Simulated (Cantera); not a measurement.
Silicon etching in halogen gases: Si + HCl + N2

A closed system holds: 1 mol Si, 9.1 mol HCl, 0.32 mol N2, equilibrated at 1173.15 K and 1.00 Torr.

These are equilibrium values from Cantera (NASA tables, ideal gas, pure condensed phases), not measurements of a reactor. Candidate condensed phases: NH4Cl, Si, Si3N4; 28 gas species. The tables' values for SiCl3 are old estimates; treat these amounts as uncertain. Equilibrium is a limit: real reactors are often held back by kinetics, nucleation or transport.

- x(HCl): 0.616
- x(H2): 0.228
- x(SiCl4): 0.107
- x(N2): 0.0378
- x(SiCl3): 0.00615
- x(SiCl2): 0.00347
- x(SiHCl3): 0.000930
- x(Cl): 3.65e-6
- x(H): 1.55e-6
- gas amount: 8.476 mol
- log10 activity of Si(s) (absent): -3.04
